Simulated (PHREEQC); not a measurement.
A column of 0.1 m (40 cells, dispersivity 0.005 m, 3600 s a shift, diffusion coefficient 3e-10 m²/s) holds 0.0024 eq of the database's cation exchanger X per kg of pore water, first in equilibrium with 0.0023 mol ZnCl2, 0.0059 mol CdCl2, 0.00032 mol KCl and 1e-05 mol HCl per kg of water. It is flushed with 0.0012 mol/kgw ZnSO4 and 1e-05 mol/kgw HCl, at 25 °C. Values are for the last cell. No CO2 enters from the air. Precipitation was switched off in this run.

The series has 33 steps of pore volumes, from 0 to 4.013.

Computed with PHREEQC (ion-association model, phreeqc.dat).

**Question.** After how many pore volumes does S at the outlet first reach half of its feed value?

**Answer.** By 1.0 pore volumes.

Species that the database lacks are ignored.
